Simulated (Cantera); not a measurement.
# Adiabatic ignition

An adiabatic, constant-volume homogeneous reactor starts with 2.58 % C₃H₈, 20.5 % O₂, 76.9 % N₂, at 1300 K and 2.00 bar.

Detailed kinetics in Cantera: GRI-Mech 3.0 (53 species, 325 reactions). GRI-Mech 3.0 was tuned for natural gas; its chemistry of propane as a main component is partial and can be far from experiment.

```
t (s)     T (K)  P (bar)  x C₃H₈    x O₂    x C₂H₄     x CH₄     x NO₂    x C₂H₂     x H₂O
--------  -----  -------  ------  ------  --------  --------  --------  --------  --------
2.00e-6    1300     2.00  0.0258   0.205   2.75e-6   2.60e-8    <1e-12    <1e-12   1.84e-7
8.26e-6    1300     2.00  0.0258   0.205   2.05e-5   5.31e-7    <1e-12  4.92e-11   2.39e-6
3.41e-5    1299     2.00  0.0257   0.205  0.000155   1.08e-5    <1e-12   4.80e-9   4.76e-5
0.000141   1300     2.00  0.0246   0.204   0.00117  0.000136    <1e-12   3.37e-7  0.000517
0.000582   1347     2.10  0.0138   0.194    0.0112   0.00152  1.42e-12   4.41e-5   0.00853
0.00240    2698     4.32  <1e-12  0.0677    <1e-12    <1e-12   1.22e-5    <1e-12    0.0898
0.00993    2693     4.31  <1e-12  0.0663    <1e-12    <1e-12   1.47e-5    <1e-12    0.0900
0.0410     2693     4.31  <1e-12  0.0663    <1e-12    <1e-12   1.47e-5    <1e-12    0.0900
0.169      2693     4.31  <1e-12  0.0663    <1e-12    <1e-12   1.47e-5    <1e-12    0.0900
0.700      2693     4.31  <1e-12  0.0663    <1e-12    <1e-12   1.47e-5    <1e-12    0.0900
```
x: mole fraction; the columns are a selection and need not sum to one.

```
Item                                                              Result
---------------------------------  -------------------------------------
time of steepest temperature rise                               0.629 ms
temperature at 0.700 s                                            2693 K
equilibrium temperature                                           2693 K
x(C₃H₈) at 0.700 s                 <1e-12 (gas-phase equilibrium <1e-12)
x(O₂) at 0.700 s                   0.0663 (gas-phase equilibrium 0.0663)
x(C₂H₄) at 0.700 s                 <1e-12 (gas-phase equilibrium <1e-12)
```
